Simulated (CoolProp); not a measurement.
Vapour pressure (MPa) of CH2F2 (R32): the reference equation beside estimates from Tc = 78.1 °C, pc = 5.783 MPa, ω = 0.277. Clausius-Clapeyron is anchored at -55.85 °C with a constant enthalpy of vaporisation of 20.10 kJ/mol.

Computed with CoolProp (reference Helmholtz-energy equation of state, Tillner-Roth 1997).

| T (°C) | reference | Lee-Kesler | Clausius-Clapeyron | van der Waals | Redlich-Kwong | Peng-Robinson |
|---|---|---|---|---|---|---|
| -71.35 | 0.03314 | 0.03096 | 0.03464 | 0.3892 | 0.07394 | 0.03245 |
| -66.25 | 0.04532 | 0.04282 | 0.04654 | 0.4512 | 0.09729 | 0.04448 |
| -61.05 | 0.06125 | 0.05849 | 0.06198 | 0.5211 | 0.1266 | 0.06026 |
| -55.85 | 0.08142 | 0.07851 | 0.08142 | 0.5980 | 0.1621 | 0.08029 |
| -50.75 | 0.1061 | 0.1032 | 0.1051 | 0.6806 | 0.2038 | 0.1048 |
| -45.55 | ___ | 0.1343 | 0.1347 | 0.7723 | 0.2542 | 0.1356 |
| -40.35 | 0.1746 | ___ | 0.1708 | 0.8719 | ___ | 0.1732 |
| -35.25 | 0.2190 | ___ | 0.2134 | 0.9775 | 0.3804 | 0.2176 |

### Question
Complete the blanks.

### Answer

- -45.55, reference: 0.1370
- -40.35, Lee-Kesler: 0.1723
- -40.35, Redlich-Kwong: 0.3132
- -35.25, Lee-Kesler: 0.2174

Absolute difference from the reference over all 8 rows, mean and median: Lee-Kesler 3.4 and 3.2 %, Clausius-Clapeyron 2.0 and 1.9 %, van der Waals 638.3 and 588.0 %, Redlich-Kwong 96.8 and 95.6 %, Peng-Robinson 1.3 and 1.3 %.
